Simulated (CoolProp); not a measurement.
Vapour-liquid equilibrium of acetone (1) + n-nonane (2) at 40.35 °C; x and y are mole fractions of (1).

The numbers come from the multi-fluid Helmholtz-energy mixture model, Lemmon 2006 and Lemmon 2006; pair parameters Bell 2016 in CoolProp.

```tsv
x	bubble pressure (MPa)	y at the bubble point	dew pressure at overall composition x (MPa)	liquid density (mol/L)
0.05	0.01403	0.900	0.001517	5.648
0.2	0.03605	0.964	0.001801	6.238
0.35	0.04383	0.972	0.002215	6.951
0.5	0.04607	0.975	0.002876	7.830
0.65	0.04739	0.976	0.004097	8.944
0.8	0.04999	0.981	0.007120	10.40
0.95	0.05502	0.993	0.02683	12.38
```

No azeotrope shows between x = 0.05 and 0.95.

The pair parameters rest on a limited set of measurements; away from them the model extrapolates. With so large a gap from Raoult's law the liquid may split in two, which this calculation doesn't test in full.
